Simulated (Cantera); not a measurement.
A closed system holds: 1 mol Fe3O4, 0.39 mol HCl, at 0.0133 bar.

These are equilibrium values from Cantera (NASA tables, ideal gas, pure condensed phases), not measurements of a reactor. Candidate condensed phases: Fe, FeCl2, FeCl3, FeO, Fe(OH)2, Fe(OH)3, Fe2O3, Fe3O4, H2O; 22 gas species. Mutual solubility and eutectic melting of coexisting phases are not modelled. Kinetics and transport are ignored.

Question: Which condensed phases are stable at each of these points (T (K)): 1200, 1250, 1300, 1350, 1400, 1450, 1500, 1550, 1600?

Answer: 
```csv
T (K),condensed phases,Fe condensed (%)
1200,Fe2O3(s) + Fe3O4(s),99.0
1250,Fe2O3(s) + Fe3O4(s),98.9
1300,Fe2O3(s) + Fe3O4(s),98.8
1350,Fe2O3(s) + Fe3O4(s),98.7
1400,Fe3O4(s),98.5
1450,Fe3O4(s),98.2
1500,Fe3O4(s),98.0
1550,Fe3O4(s),97.7
1600,Fe3O4(s),97.5
```

From 1200 K to 1350 K the condensed part is Fe2O3(s) + Fe3O4(s). From 1400 K to 1600 K the condensed part is Fe3O4(s).
